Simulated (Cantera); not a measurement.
An adiabatic, constant-pressure homogeneous reactor starts with CO : H₂ : O₂ : N₂ : CO₂ = 1 : 0.71 : 0.534 : 2.01 : 0.19 (molar parts), equivalence ratio 1.6, at 1100 K and 1000000 Pa. Integrator tolerance rtol = 1e-08.

Cantera simulation using GRI-Mech 3.0 (53 species, 325 reactions); the numbers are that mechanism's predictions, not measurements. The hydrogen kinetics of GRI-Mech 3.0 are dated; newer H2 mechanisms differ, most at raised pressure.

### Question
What does this change do: 0.032 parts H2O added?

### Answer
| quantity | before | after |
|---|---|---|
| time of steepest temperature rise | 0.308 ms | 0.339 ms |
| temperature at 0.300 s | 2720 K | 2708 K |
| equilibrium temperature | 2720 K | 2708 K |
| x(CO) at 0.300 s | 0.148 (gas-phase equilibrium 0.148) | 0.145 (gas-phase equilibrium 0.145) |
| x(H₂) at 0.300 s | 0.0218 (gas-phase equilibrium 0.0218) | 0.0224 (gas-phase equilibrium 0.0224) |
| x(O₂) at 0.300 s | 0.00128 (gas-phase equilibrium 0.00128) | 0.00119 (gas-phase equilibrium 0.00119) |
| x(NO) at 0.300 s | 0.00206 (gas-phase equilibrium 0.00206) | 0.00195 (gas-phase equilibrium 0.00195) |
| x(H₂O₂) at 0.300 s | 1.90e-7 (gas-phase equilibrium 1.90e-7) | 1.86e-7 (gas-phase equilibrium 1.86e-7) |

### Question
What does this change do: constant volume in place of constant pressure?

### Answer
```csv
quantity,before,after
time of steepest temperature rise,0.308 ms,0.283 ms
temperature at 0.300 s,2720 K,2963 K
equilibrium temperature,2720 K,2963 K
x(CO) at 0.300 s,0.148 (gas-phase equilibrium 0.148),0.155 (gas-phase equilibrium 0.155)
x(H₂) at 0.300 s,0.0218 (gas-phase equilibrium 0.0218),0.0218 (gas-phase equilibrium 0.0218)
x(O₂) at 0.300 s,0.00128 (gas-phase equilibrium 0.00128),0.00312 (gas-phase equilibrium 0.00312)
x(NO) at 0.300 s,0.00206 (gas-phase equilibrium 0.00206),0.00446 (gas-phase equilibrium 0.00446)
x(H₂O₂) at 0.300 s,1.90e-7 (gas-phase equilibrium 1.90e-7),6.74e-7 (gas-phase equilibrium 6.74e-7)
```
